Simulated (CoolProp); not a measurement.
Properties of R114 along the isobar 1.01 bar.

Model: reference Helmholtz-energy equation of state, Platzer 1990, in CoolProp. This equation is an older, rougher fit.

| T (K) | phase | Z | speed of sound (m/s) | fugacity coefficient |
|---|---|---|---|---|
| 311.9 | gas | 0.9736 | 124.7 | 0.9744 |
| 319.9 | gas | 0.9756 | 126.5 | 0.9762 |
| 327.8 | gas | 0.9774 | 128.2 | 0.9779 |
| 335.7 | gas | 0.9790 | 129.8 | 0.9794 |
| 343.7 | gas | 0.9805 | 131.5 | 0.9809 |
| 351.6 | gas | 0.9818 | 133.1 | 0.9821 |
| 359.6 | gas | 0.9830 | 134.7 | 0.9833 |
| 367.5 | gas | 0.9842 | 136.3 | 0.9844 |
| 375.5 | gas | 0.9852 | 137.8 | 0.9854 |
| 383.4 | gas | 0.9862 | 139.4 | 0.9863 |
| 391.4 | gas | 0.9870 | 140.9 | 0.9872 |
| 399.3 | gas | 0.9879 | 142.3 | 0.9880 |
| 407.3 | gas | 0.9886 | 143.8 | 0.9887 |
| 415.2 | gas | 0.9893 | 145.3 | 0.9894 |
| 423.2 | gas | 0.9900 | 146.7 | 0.9900 |
